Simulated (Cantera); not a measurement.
What does this Cantera script print?

```python
import numpy as np
import cantera as ct

gas_names = """
    CL CL2 H HCL H2 N NH NH2 NH3 N2 N2H2 N2H4 Si SiCL SiCL2 SiCL3 SiCL4 SiH SiHCL3 SiH2 SiH2CL2 SiH3
    SiH3CL SiH4 SiN Si2 Si2N Si3
""".split()
cond_names = """
    NH4CL(a) NH4CL(b) Si(cr) Si(L) Si3N4(a)
""".split()


def load(file, names, dense=False):
    # The tables refer to 1 bar. Condensed volumes are neglected.
    table = {s.name: s for s in ct.Species.list_from_file(file)}
    out = []
    for n in names:
        d = dict(table[n].input_data)
        d["thermo"] = dict(d["thermo"], **{"reference-pressure": 1e5})
        if dense:
            d["equation-of-state"] = {"model": "constant-volume", "density": "1e6 g/cm^3"}
        out.append(ct.Species.from_dict(d))
    return out


gas = ct.Solution(thermo="ideal-gas", species=load("nasa_gas.yaml", gas_names))
cond = {s.name: ct.Solution(thermo="fixed-stoichiometry", species=[s], name=s.name)
        for s in load("nasa_condensed.yaml", cond_names, dense=True)}
atoms = {
    'SiH2Cl2': {'Si': 1, 'H': 2, 'CL': 2},
    'Cl2': {'CL': 2},
    'N2': {'N': 2},
}
top_T = {'Si3N4(a)': 2400}  # K; cautious upper limits of use, not melting points


def equilibrate(T, P, feed):
    n = {}
    for name, mol in feed.items():
        for a, k in atoms[name].items():
            n[a] = n.get(a, 0.0) + k * mol
    gas.TPX = T, P, n
    mass = sum(n.values()) * gas.mean_molecular_weight
    gas.equilibrate("TP")
    valid = [c for c in cond.values() if c.min_temp <= T <= top_T.get(c.name, c.max_temp)]
    mix = ct.Mixture([(gas, mass / gas.mean_molecular_weight)] + [(c, 0.0) for c in valid])
    mix.T, mix.P = T, P
    mix.equilibrate("TP", solver="vcs", rtol=1e-11, max_steps=5000)
    return mix


results = []
T = 1323  # K
P = 460  # Pa
for m in [28, 36, 46, 59, 76, 98, 130, 160, 210]:
    feed = {'SiH2Cl2': 1, 'Cl2': 0.59, 'N2': m}  # mol
    mix = equilibrate(T, P, feed)
    results.append((T, P, feed, dict(zip(mix.species_names, mix.species_moles))))

top = {s: max(r[3][s] / sum(r[3][g] for g in gas_names) for r in results) for s in gas_names}
cols = sorted((s for s in top if top[s] > 0.001), key=lambda s: -top[s])[:6]
seen = [c for c in cond_names if any(r[3].get(c, 0) > 1e-12 for r in results)]
print("log10 of partial pressures in bar; condensed amounts in mol")
print(f"{'n(N2)':>10s}" + "".join(f"{s[:9]:>10s}" for s in cols + seen))
for T, P, feed, n in results:
    ng = sum(n[g] for g in gas_names)
    print(f"{feed['N2']:10.4g}" + "".join(f"{np.log10(max(n[s] / ng * P / 1e5, 1e-99)):10.3f}" for s in cols)
          + "".join(f"{n.get(c, 0):10.4g}" for c in seen))
```

It prints:

```
log10 of partial pressures in bar; condensed amounts in mol
     n(N2)        N2       HCL     SiCL4     SiCL2        H2     SiCL3  Si3N4(a)
        28    -2.372    -3.588    -4.468    -4.569    -4.618    -4.888    0.1723
        36    -2.365    -3.685    -4.598    -4.636    -4.750    -4.986    0.1715
        46    -2.359    -3.782    -4.728    -4.703    -4.881    -5.084    0.1704
        59    -2.354    -3.882    -4.863    -4.772    -5.014    -5.187     0.169
        76    -2.351    -3.984    -5.004    -4.844    -5.150    -5.293    0.1673
        98    -2.348    -4.088    -5.149    -4.917    -5.287    -5.402    0.1652
       130    -2.345    -4.205    -5.314    -5.001    -5.439    -5.526    0.1627
       160    -2.344    -4.292    -5.438    -5.063    -5.550    -5.620    0.1607
       210    -2.342    -4.405    -5.605    -5.147    -5.695    -5.745    0.1579
```

These are equilibrium values from Cantera (NASA tables, ideal gas, pure condensed phases), not measurements of a reactor. N2 is the only nitrogen source here; it is nearly inert below about 1500 K, so the nitride shown seldom forms there in practice. The tables' values for SiCl3 are old estimates; treat these amounts as uncertain.
